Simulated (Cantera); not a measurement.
A closed system holds: 1 mol CaCO₃, 1.5 mol O₂, equilibrated at 1398.15 K and 1200 Pa.

Equilibrium computed with Cantera from the NASA thermochemical tables; the gas is ideal and each condensed phase is pure. Candidate condensed phases: C, Ca, CaCO₃, CaO; 15 gas species. Equilibrium is a limit: real reactors are often held back by kinetics, nucleation or transport.

Base state: O₂ 0.600, CO₂ 0.400 (mole fractions); condensed: CaO(s).

**Question.** What changes in the equilibrium state with this change: CaCO₃ replaced by CaO?

**Answer.** 
| species | before | after |
|---|---|---|
| O₂ | 0.600 | 1.000 |
| CO₂ | 0.400 | 0 |
| CaO(s), mol | 1.00 | 1.00 |
